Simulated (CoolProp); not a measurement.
Properties of fluoroethane (R161) along the isobar 7.58 bar.

Model: reference Helmholtz-energy equation of state, Wu 2012, in CoolProp.

| T (K) | phase | Joule-Thomson coefficient (K/MPa) | isothermal compressibility (1/MPa) |
|---|---|---|---|
| 318.9 | gas | 18.94 | 1.482 |
| 330.8 | gas | 16.58 | 1.456 |
| 342.8 | gas | 14.59 | 1.436 |
| 354.7 | gas | 12.94 | 1.420 |
| 366.6 | gas | 11.55 | 1.407 |
| 378.5 | gas | 10.37 | 1.397 |
| 390.4 | gas | 9.360 | 1.388 |
| 402.3 | gas | 8.498 | 1.381 |
| 414.3 | gas | 7.749 | 1.374 |
| 426.2 | gas | 7.107 | 1.369 |
| 438.1 | gas | 6.546 | 1.364 |
| 450 | gas | 6.055 | 1.360 |
